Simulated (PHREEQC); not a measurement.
Solution (85 °C): 0.082 mol/kgw CaCl2, 0.029 mol/kgw Na2HPO4 and 4.1e-05 mol/kgw H4SiO4. Closed to the air; pH follows from the charge balance.

The numbers come from PHREEQC with the ion-association model, phreeqc.dat.

This is a speciation only: nothing precipitates in the calculation.

Question: Predict the pH, ionic strength.

Answer: pH 7.14; ionic strength 0.238 mol/kgw.

Question: In which forms is P present?

Answer: CaHPO4 69 %, HPO4-2 14 %, CaPO4- 8.5 %, CaH2PO4+ 4.3 %, H2PO4- 4.2 % of the P.

The solution is supersaturated, for example in Hydroxyapatite, so a real one may precipitate; this is no full list. Species that the database lacks are ignored. Constants without temperature data keep their 25 °C values here.
